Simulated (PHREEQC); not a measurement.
# Copper plating or etch bath: speciation

Make-up at 25 °C: 0.031 mol/kgw Cu(NO3)2, 0.06 mol/kgw HCl and 3.7e-05 mol/kgw KCl. Closed to the air; pH follows from the charge balance.

All values are PHREEQC results (ion-association model, phreeqc.dat), not measurements.

Each row changes one thing in this solution. Precipitation was switched off in this run.

```tsv
case	pH	ionic strength (mol/kgw)	SI of Sylvite (KCl)
as made	1.31	0.150	-6.83
0.03 mol/kgw CO2 added	1.31	0.150	-6.83
temperature from 25 to 70 °C	1.32	0.138	-7.09
Cu(NO3)2 left out	1.29	0.0600	-6.75
HCl left out	4.48	0.0930	-10.00
temperature from 25 to 60 °C	1.32	0.141	-7.03
```

Complexes and solids missing from the database can't appear. Constants without temperature data keep their 25 °C values here.
